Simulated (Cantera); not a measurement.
A freely propagating, adiabatic, planar premixed flame of CH₃OH : O₂ : N₂ = 1 : 1.15 : 4.34 (molar parts), equivalence ratio 1.3, unburnt at 450 K and 750 Torr; mixture-averaged transport, grid criteria slope 0.08 and curve 0.16, no radiation.

Cantera simulation using GRI-Mech 3.0 (53 species, 325 reactions); the numbers are that mechanism's predictions, not measurements. GRI-Mech 3.0 was tuned for natural gas; its chemistry of methanol as a main component is partial and can be far from experiment. Burning velocities carry a grid error of a few per cent, more on coarse grids.

What does this change do: inlet temperature 450 to 348 K?


```tsv
quantity	before	after
laminar burning velocity	97.0 cm/s	64.7 cm/s
thermal thickness	0.245 mm	0.266 mm
peak x(C₂H₄)	5.01e-6	4.63e-6
peak x(H)	0.0156	0.0143
peak x(CH₂O)	0.0129	0.0120
```

What does this change do: inlet temperature 450 to 600 K?


```tsv
quantity	before	after
laminar burning velocity	97.0 cm/s	159 cm/s
thermal thickness	0.245 mm	0.221 mm
peak x(C₂H₄)	5.01e-6	5.54e-6
peak x(H)	0.0156	0.0176
peak x(CH₂O)	0.0129	0.0143
```

What does this change do: inlet temperature 450 to 575 K?


| quantity | before | after |
|---|---|---|
| laminar burning velocity | 97.0 cm/s | 147 cm/s |
| thermal thickness | 0.245 mm | 0.225 mm |
| peak x(C₂H₄) | 5.01e-6 | 5.44e-6 |
| peak x(H) | 0.0156 | 0.0172 |
| peak x(CH₂O) | 0.0129 | 0.0141 |
